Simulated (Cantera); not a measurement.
## Iron carbonyl, mercury and lead vapours: PbO + H2

A closed system holds: 1 mol PbO, 0.45 mol H2, equilibrated at 0.100 bar.

Method: chemical equilibrium by Gibbs-energy minimisation in Cantera with the NASA 1993 tables (ideal gas, pure condensed phases). Candidate condensed phases: H2O, Pb, PbO, PbO2, Pb3O4; 12 gas species. Each liquid is taken as pure. Mutual solubility and eutectic melting of coexisting phases are not modelled. Gases not in the tables: (PbO)n polymers. Equilibrium is a limit: real reactors are often held back by kinetics, nucleation or transport.

```
T (K)  log p H2O  log p Pb  log p PbO  log p H2  log p Pb2  n Pb(l)  n PbO(yellow)  n PbO(l)
-----  ---------  --------  ---------  --------  ---------  -------  -------------  --------
825        -1.00     -6.84      -9.60     -5.15       <-13    0.450          0.550         0
875        -1.00     -6.17      -8.59     -5.05     -12.61    0.450          0.550         0
925        -1.00     -5.57      -7.69     -4.96     -11.60    0.450          0.550         0
975        -1.00     -5.04      -6.89     -4.87     -10.71    0.450          0.550         0
1025       -1.00     -4.56      -6.16     -4.79      -9.90    0.450          0.550         0
1075       -1.00     -4.12      -5.51     -4.72      -9.17    0.450          0.550         0
1125       -1.00     -3.72      -4.92     -4.65      -8.51    0.449          0.550         0
1175       -1.00     -3.36      -4.39     -4.57      -7.90    0.448              0     0.550
1225       -1.00     -3.03      -3.95     -4.47      -7.35    0.446              0     0.550
1275       -1.01     -2.72      -3.54     -4.37      -6.84    0.441              0     0.549
1325       -1.02     -2.44      -3.16     -4.29      -6.37    0.433              0     0.547
1375       -1.04     -2.18      -2.81     -4.21      -5.94    0.418              0     0.543
1425       -1.07     -1.94      -2.49     -4.16      -5.54    0.389              0     0.533
1475       -1.13     -1.72      -2.20     -4.14      -5.16    0.333              0     0.512
```
log p: log10 of the partial pressure in bar; n: condensed amount in mol.

From 825 K to 1125 K the condensed part is Pb(l) + PbO(yellow). From 1175 K to 1475 K the condensed part is Pb(l) + PbO(l).
